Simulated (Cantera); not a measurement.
## Ignition delay

Mixture: CH₄ : O₂ : N₂ : H₂O = 1 : 2.74 : 10.3 : 0.3 (molar parts), equivalence ratio 0.73, at 750 Torr, adiabatic and at constant volume. Ignition delay is the time to a rise of 400 K.

Detailed kinetics in Cantera: GRI-Mech 3.0 (53 species, 325 reactions).

```csv
T0 (K),delay (ms)
1025,607
1125,120
1225,27.6
1325,7.37
1425,2.27
1525,0.820
1625,0.345
1725,0.166
1825,0.0882
```

```
Item                                                     Value
--------------------------------------------------  ----------
apparent activation energy between 1625 and 1825 K  170 kJ/mol
```
